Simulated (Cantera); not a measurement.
**Diamond growth**

A diamond (100) surface in a fixed gas of H2 with x(CH4) = 0.0021, x(H) = 0.0023, x(CH3) = 2.5e-05, 0.0370 bar; coverages are run to steady state.

Detailed kinetics in Cantera: the Harris–Goodwin 1993 mechanism for the reconstructed diamond (100) surface.

```tsv
T (K)	growth (µm/h)	θ c6HH	θ c6H*	θ c6*H	θ c6**	θ c6HM
925	0.326	0.661	0.0121	0.311	0.00532	0.00796
1000	0.434	0.594	0.0181	0.371	0.00940	0.00524
1075	0.407	0.533	0.0252	0.423	0.0150	0.00262
1150	0.240	0.480	0.0328	0.464	0.0219	0.000799
1225	0.143	0.435	0.0406	0.495	0.0296	0.000184
1300	0.125	0.399	0.0483	0.515	0.0375	4.09e-5
1375	0.111	0.371	0.0557	0.528	0.0449	9.16e-6
```
θ: site fractions in the mechanism's names (c6HH fully hydrogenated, c6H* and c6*H radical sites, c6** diradical, c6HM methylated).
